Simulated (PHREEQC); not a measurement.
Solution (25 °C): 0.0041 mol NiCl2 and 0.22 mol Na2SO4 per kg of water. Closed to the air; pH follows from the charge balance.

Equilibrium calculation in PHREEQC: ion-association model, wateq4f.dat.

No solid was allowed to form.

Problem. Order these Ni species by the share of Ni that they hold, largest first: NiSO4, NiCl+, Ni+2, Ni(SO4)2-2.

Solution. NiSO4 (61 %), Ni+2 (39 %), Ni(SO4)2-2 (0.39 %), NiCl+ (0.20 %)

The pH is 6.88 and the ionic strength 0.540 mol/kgw. Complexes and solids missing from the database can't appear.
